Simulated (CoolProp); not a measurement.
The numbers come from the reference Helmholtz-energy equation of state, Lemmon 2006 in CoolProp. It is a short technical equation, of lower accuracy than the large ones.

Question: Give the vapour pressure (MPa), liquid density (kg/m³), vapour density (kg/m³), liquid cp (kJ/(kg K)) of saturated toluene at 302.85 °C.

Answer: 
| T (°C) | p (MPa) | liquid density (kg/m³) | vapour density (kg/m³) | liquid cp (kJ/(kg K)) |
|---|---|---|---|---|
| 302.85 | 3.40 | 465 | 138 | 4.16 |
